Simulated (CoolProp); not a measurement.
Vapour-liquid equilibrium of toluene (1) + ethylbenzene (2) at 472.4 K; x and y are mole fractions of (1).

Computed with CoolProp (multi-fluid Helmholtz-energy mixture model, Lemmon 2006 and Zhou 2012; pair parameters Bell 2016).

| x | bubble pressure (MPa) | y at the bubble point | dew pressure at overall composition x (MPa) | liquid density (mol/L) |
|---|---|---|---|---|
| 0.05 | 0.4412 | 0.079 | 0.4354 | 6.565 |
| 0.15 | 0.4711 | 0.220 | 0.4560 | 6.642 |
| 0.25 | 0.5003 | 0.344 | 0.4780 | 6.721 |
| 0.35 | 0.5295 | 0.457 | 0.5017 | 6.802 |
| 0.45 | 0.5590 | 0.561 | 0.5275 | 6.885 |
| 0.55 | 0.5892 | 0.657 | 0.5557 | 6.969 |
| 0.65 | 0.6205 | 0.745 | 0.5870 | 7.054 |
| 0.75 | 0.6531 | 0.827 | 0.6223 | 7.139 |
| 0.85 | 0.6870 | 0.902 | 0.6631 | 7.225 |
| 0.95 | 0.7222 | 0.969 | 0.7117 | 7.309 |

No azeotrope shows between x = 0.05 and 0.95.

Pair parameters are fitted to limited data, so mixtures are less certain than the pure fluids.
